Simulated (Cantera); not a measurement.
Input: 1 mol SiH2Cl2, 0.038 mol Cl2, 30 mol H2, held at 975 °C and 13.5 Torr.

These are equilibrium values from Cantera (NASA tables, ideal gas, pure condensed phases), not measurements of a reactor. Candidate condensed phases: Si; 19 gas species. The tables' values for SiCl3 are old estimates; treat these amounts as uncertain. Kinetics and transport are ignored.

Base state: H2 0.945, HCl 0.0473, SiCl2 0.00595, SiCl3 0.000690, SiCl4 0.000577, SiHCl3 0.000406, SiH2Cl2 3.88e-5 (mole fractions); condensed: Si(s).

**Question.** What changes in the equilibrium state with this change: H2 from 30 to 460 mol?

**Answer.** 
| species | before | after |
|---|---|---|
| H2 | 0.945 | 0.996 |
| HCl | 0.0473 | 0.00439 |
| SiCl2 | 0.00595 | 4.86e-5 |
| SiCl4 | 0.000577 | 3.86e-8 |
| SiCl3 | 0.000690 | 5.10e-7 |
| SiHCl3 | 0.000406 | 3.08e-7 |
| SiH2Cl2 | 3.88e-5 | 3.34e-7 |
| Si(s), mol | 0.755 | 0.977 |
